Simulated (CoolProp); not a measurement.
Vapour-liquid equilibrium of R22 (1) + dimethyl ether (2) at 8.39 kPa; x and y are mole fractions of (1).

The numbers come from the multi-fluid Helmholtz-energy mixture model, Kamei 1995 and Wu 2011; pair parameters Bell 2016 in CoolProp.

```json
[
 {"x": "0.05", "bubble temperature (K)": "203.4", "y at the bubble point": "0.033", "dew temperature at overall composition x (K)": "203.5", "liquid density (mol/L)": "17.27"},
 {"x": "0.125", "bubble temperature (K)": "203.8", "y at the bubble point": "0.095", "dew temperature at overall composition x (K)": "203.9", "liquid density (mol/L)": "17.30"},
 {"x": "0.2", "bubble temperature (K)": "204.1", "y at the bubble point": "0.175", "dew temperature at overall composition x (K)": "204.1", "liquid density (mol/L)": "17.34"},
 {"x": "0.275", "bubble temperature (K)": "204.2", "y at the bubble point": "0.276", "dew temperature at overall composition x (K)": "204.2", "liquid density (mol/L)": "17.37"},
 {"x": "0.35", "bubble temperature (K)": "204.0", "y at the bubble point": "0.397", "dew temperature at overall composition x (K)": "204.1", "liquid density (mol/L)": "17.40"},
 {"x": "0.425", "bubble temperature (K)": "203.4", "y at the bubble point": "0.532", "dew temperature at overall composition x (K)": "203.9", "liquid density (mol/L)": "17.44"},
 {"x": "0.5", "bubble temperature (K)": "202.3", "y at the bubble point": "0.665", "dew temperature at overall composition x (K)": "203.6", "liquid density (mol/L)": "17.48"},
 {"x": "0.575", "bubble temperature (K)": "200.7", "y at the bubble point": "0.783", "dew temperature at overall composition x (K)": "203.1", "liquid density (mol/L)": "17.54"},
 {"x": "0.65", "bubble temperature (K)": "198.8", "y at the bubble point": "0.873", "dew temperature at overall composition x (K)": "202.5", "liquid density (mol/L)": "17.59"},
 {"x": "0.725", "bubble temperature (K)": "196.6", "y at the bubble point": "0.934", "dew temperature at overall composition x (K)": "201.6", "liquid density (mol/L)": "17.63"},
 {"x": "0.8", "bubble temperature (K)": "194.5", "y at the bubble point": "0.970", "dew temperature at overall composition x (K)": "200.4", "liquid density (mol/L)": "17.67"},
 {"x": "0.875", "bubble temperature (K)": "192.6", "y at the bubble point": "0.989", "dew temperature at overall composition x (K)": "198.7", "liquid density (mol/L)": "17.68"},
 {"x": "0.95", "bubble temperature (K)": "191.0", "y at the bubble point": "0.997", "dew temperature at overall composition x (K)": "195.8", "liquid density (mol/L)": "17.67"}
]
```

y crosses x between x = 0.2 and 0.275: the model has an azeotrope there.

Pair parameters are fitted to limited data, so mixtures are less certain than the pure fluids.
